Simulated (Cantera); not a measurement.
A closed system holds: 1 mol SiH4, a varied amount of Cl2, 35 mol H2, held at 1050 K and 10.0 Torr.

Method: chemical equilibrium by Gibbs-energy minimisation in Cantera with the NASA 1993 tables (ideal gas, pure condensed phases). Candidate condensed phases: Si; 19 gas species. The tables' values for SiCl3 are old estimates; treat these amounts as uncertain. The numbers say what is thermodynamically allowed, not how fast it happens.

x: gas mole fraction; n: condensed amount in mol.

| n(Cl2) (mol) | x H2 | x HCl | x SiCl4 | x SiHCl3 | x SiCl2 | x SiCl3 | n Si(s) |
|---|---|---|---|---|---|---|---|
| 0.11 | 0.994 | 0.00566 | 1.28e-5 | 2.34e-5 | 6.02e-5 | 6.53e-6 | 0.996 |
| 0.14 | 0.993 | 0.00704 | 3.09e-5 | 4.53e-5 | 9.33e-5 | 1.26e-5 | 0.993 |
| 0.19 | 0.990 | ? | ? | ? | ? | 2.77e-5 | 0.986 |
| 0.25 | 0.988 | 0.0113 | 0.000210 | 0.000190 | 0.000243 | 5.30e-5 | 0.973 |
| 0.33 | 0.985 | 0.0138 | 0.000460 | 0.000341 | 0.000360 | 9.55e-5 | 0.952 |
| 0.43 | 0.982 | ? | ? | ? | ? | 0.000157 | 0.920 |
| 0.56 | 0.978 | 0.0187 | 0.00160 | 0.000866 | 0.000671 | 0.000243 | 0.871 |
| 0.74 | 0.973 | 0.0214 | 0.00276 | 0.00130 | 0.000882 | 0.000367 | 0.798 |

**Question.** What belongs in the gaps?

**Answer.** 
- 0.43, x HCl: 0.0162
- 0.43, x SiCl4: 0.000891
- 0.43, x SiHCl3: 0.000560
- 0.43, x SiCl2: 0.000501
- 0.19, x HCl: 0.00914
- 0.19, x SiCl4: 8.84e-5
- 0.19, x SiHCl3: 9.94e-5
- 0.19, x SiCl2: 0.000158
